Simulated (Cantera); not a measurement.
Input: 1 mol SiCl4, 1.6 mol Cl2, 14 mol H2, 0.84 mol HCl, equilibrated at 1077 °C and 6230 Torr.

Cantera equilibrium calculation (NASA polynomials, part measured and part estimated; ideal gas, pure solids and liquids). Candidate condensed phases: Si; 19 gas species. The tables' values for SiCl3 are old estimates; treat these amounts as uncertain. Kinetics and transport are ignored.

Base state: H2 0.701, HCl 0.242, SiCl4 0.0474, SiHCl3 0.00787, SiCl3 0.00156, SiCl2 0.000257, SiH2Cl2 0.000191 (mole fractions); condensed: gas only.

Question: What changes in the equilibrium state with this change: H2 from 14 to 1.1 mol?

Answer: 
```
species    before    after
-------  --------  -------
HCl         0.242    0.669
SiCl4      0.0474    0.220
Cl2         <1e-9    0.109
H2          0.701  4.46e-8
SiHCl3    0.00787    <1e-9
SiCl2    0.000257    <1e-9
SiH2Cl2  0.000191    <1e-9
Cl        1.99e-7  0.00218
SiCl3     0.00156  6.61e-7
```

Question: What changes in the equilibrium state with this change: temperature from 1077 °C to 802 °C?

Answer: 
| species | before | after |
|---|---|---|
| H2 | 0.701 | 0.709 |
| HCl | 0.242 | 0.234 |
| SiCl4 | 0.0474 | 0.0552 |
| SiCl2 | 0.000257 | 3.83e-7 |
| SiCl3 | 0.00156 | 3.66e-5 |
| SiH2Cl2 | 0.000191 | 9.17e-6 |
